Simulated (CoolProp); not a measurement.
n-nonane at 298.15 K and 0.424 MPa flows at 5 m/s in a round tube of 10 mm bore and 0.25 µm roughness, fully developed (64/Re and Nu = 3.66 if laminar; Colebrook and Gnielinski if turbulent). Each further row changes one setting.

The numbers come from the reference Helmholtz-energy equation of state, Lemmon 2006 in CoolProp. It is a short technical equation, of lower accuracy than the large ones.

```json
[
 {"case": "as stated", "Reynolds number": "54400", "Darcy friction factor": "0.0206", "pressure drop (Pa/m)": "18400", "heat-transfer coefficient (W/(m² K))": "5500", "mass flow (kg/h)": "1010"},
 {"case": "velocity 10 m/s", "Reynolds number": "109000", "Darcy friction factor": "0.0178", "pressure drop (Pa/m)": "63600", "heat-transfer coefficient (W/(m² K))": "10100", "mass flow (kg/h)": "2020"},
 {"case": "diameter 20 mm", "Reynolds number": "109000", "Darcy friction factor": "0.0177", "pressure drop (Pa/m)": "7920", "heat-transfer coefficient (W/(m² K))": "5040", "mass flow (kg/h)": "4040"}
]
```

Viscosity comes from a separate model (Huber 2004). Thermal conductivity comes from a separate model (Huber 2005).
